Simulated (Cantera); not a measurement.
Equilibrium for fluorocarbon and chlorocarbon gases: CF4 + Si

Feed: 1 mol CF4, a varied amount of Si, equilibrated at 2302 °C and 1.00 Torr.

These are equilibrium values from Cantera (NASA tables, ideal gas, pure condensed phases), not measurements of a reactor. Candidate condensed phases: C, Si, SiC; 23 gas species. The tables' values for SiF3, SiF2 are old estimates; treat these amounts as uncertain. Kinetics and transport are ignored.

From 0.082 mol Si to 0.43 mol Si the condensed part is C(graphite). The main Si-bearing gas is SiF4 throughout.

```csv
n(Si) (mol),x F,x SiF4,x CF2,x CF,x SiF3,x C3,x C,n C(graphite)
0.082,0.870,0.0213,0.0690,0.0355,0.00195,0.00116,0.000340,0.617
0.14,0.855,0.0379,0.0666,0.0349,0.00354,0.00116,0.000340,0.643
0.2,0.838,0.0567,0.0639,0.0342,0.00540,0.00116,0.000340,0.671
0.26,0.819,0.0773,0.0610,0.0334,0.00754,0.00116,0.000340,0.698
0.31,0.801,0.0960,0.0585,0.0327,0.00957,0.00116,0.000340,0.720
0.37,0.778,0.121,0.0551,0.0318,0.0124,0.00116,0.000340,0.747
0.43,0.752,0.148,0.0515,0.0307,0.0157,0.00116,0.000340,0.774
```
x: gas mole fraction; n: condensed amount in mol.
